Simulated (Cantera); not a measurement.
A diamond (100) surface in a fixed gas of H2 with x(CH4) = 0.0044, x(H) = 0.00021, x(CH3) = 0.0017, at 975 K; coverages are run to steady state.

Detailed kinetics in Cantera: the Harris–Goodwin 1993 mechanism for the reconstructed diamond (100) surface.

θ: site fractions in the mechanism's names (c6HH fully hydrogenated, c6H* and c6*H radical sites, c6** diradical, c6HM methylated).

```
P (Pa)  growth (µm/h)      θ c6HH      θ c6H*      θ c6*H      θ c6**  θ c6HM
------  -------------  ----------  ----------  ----------  ----------  ------
1000            0.719       0.267     0.00632       0.139    0.000966   0.438
1700             1.38       0.219     0.00508       0.112    0.000777   0.496
2600             2.24       0.190     0.00434      0.0955    0.000663   0.531
4100       (withheld)  (withheld)  (withheld)  (withheld)  (withheld)   0.559
6500             6.08       0.152     0.00336      0.0739    0.000512   0.578
10000            9.53       0.142     0.00310      0.0683    0.000473   0.590
16000      (withheld)       0.135     0.00292      0.0642    0.000445   0.598
26000            25.4       0.130     0.00280      0.0616    0.000427   0.604
```

Q: Some entries are withheld; supply them.

A: 
- 4100, growth (µm/h): 3.71
- 4100, θ c6HH: 0.167
- 4100, θ c6H*: 0.00376
- 4100, θ c6*H: 0.0827
- 4100, θ c6**: 0.000574
- 16000, growth (µm/h): 15.5
